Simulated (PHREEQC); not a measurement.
Consider water at 25 °C with 0.0021 mol H2SO4 per kg of water. Closed to the air; pH follows from the charge balance.

Computed with PHREEQC (ion-association model, phreeqc.dat).

Question: The ionic strength comes out as 0.00541 mol/kgw. What activity coefficients do SO4-2, H+, HSO4- get?

Answer: SO4-2 0.73, H+ 0.93, HSO4- 0.92.

No solid was allowed to form. Species that the database lacks are ignored.
